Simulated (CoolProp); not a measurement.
Vapour-liquid equilibrium of R114 (1) + R113 (2) at 19.65 °C; x and y are mole fractions of (1).

Computed with CoolProp (multi-fluid Helmholtz-energy mixture model, Platzer 1990 and Marx 1992; pair parameters Bell 2016). This equation is an older, rougher fit; its heat capacities, sound speeds and derivatives of the liquid may be far off and weren't checked against measurements.

| x | bubble pressure (bar) | y at the bubble point | dew pressure at overall composition x (bar) | liquid density (mol/L) |
|---|---|---|---|---|
| 0.05 | 0.4320 | 0.202 | 0.3768 | 8.422 |
| 0.125 | 0.5391 | 0.408 | 0.4022 | 8.441 |
| 0.2 | 0.6473 | 0.547 | 0.4312 | 8.459 |
| 0.275 | 0.7560 | 0.646 | 0.4648 | 8.477 |
| 0.35 | 0.8647 | 0.721 | 0.5041 | 8.494 |
| 0.425 | 0.9732 | 0.779 | 0.5506 | 8.511 |
| 0.5 | 1.081 | 0.826 | 0.6065 | 8.526 |
| 0.575 | 1.189 | 0.864 | 0.6750 | 8.541 |
| 0.65 | 1.296 | 0.896 | 0.7609 | 8.555 |
| 0.725 | 1.402 | 0.923 | 0.8716 | 8.568 |
| 0.8 | 1.509 | 0.947 | 1.019 | 8.580 |
| 0.875 | 1.617 | 0.969 | 1.224 | 8.591 |
| 0.95 | 1.725 | 0.988 | 1.522 | 8.600 |

No azeotrope shows between x = 0.05 and 0.95.

Pair parameters are fitted to limited data, so mixtures are less certain than the pure fluids.
